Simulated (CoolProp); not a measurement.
Vapour-liquid equilibrium of R143a (1) + R236FA (2) at 14.05 °C; x and y are mole fractions of (1).

Model: multi-fluid Helmholtz-energy mixture model, Lemmon and Jacobsen 2000 and Pan 2012; pair parameters Bell 2016, in CoolProp.

```json
[
 {"x": "0.05", "bubble pressure, mixture model (kPa)": "215.1", "bubble pressure, Raoult's law (kPa)": "223.2", "y, mixture model": "0.170", "y, Raoult's law": "0.210"},
 {"x": "0.2", "bubble pressure, mixture model (kPa)": "309.2", "bubble pressure, Raoult's law (kPa)": "336.2", "y, mixture model": "0.496", "y, Raoult's law": "0.558"},
 {"x": "0.35", "bubble pressure, mixture model (kPa)": "411.4", "bubble pressure, Raoult's law (kPa)": "449.1", "y, mixture model": "0.681", "y, Raoult's law": "0.731"},
 {"x": "0.5", "bubble pressure, mixture model (kPa)": "521.2", "bubble pressure, Raoult's law (kPa)": "562.0", "y, mixture model": "0.799", "y, Raoult's law": "0.835"},
 {"x": "0.65", "bubble pressure, mixture model (kPa)": "638.2", "bubble pressure, Raoult's law (kPa)": "675.0", "y, mixture model": "0.880", "y, Raoult's law": "0.904"},
 {"x": "0.8", "bubble pressure, mixture model (kPa)": "762.0", "bubble pressure, Raoult's law (kPa)": "787.9", "y, mixture model": "0.940", "y, Raoult's law": "0.953"},
 {"x": "0.95", "bubble pressure, mixture model (kPa)": "893.0", "bubble pressure, Raoult's law (kPa)": "900.8", "y, mixture model": "0.987", "y, Raoult's law": "0.990"}
]
```

The largest gap from Raoult's law is -8.4 % in bubble pressure, at x = 0.35. No azeotrope shows between x = 0.05 and 0.95.

Pair parameters are fitted to limited data, so mixtures are less certain than the pure fluids.
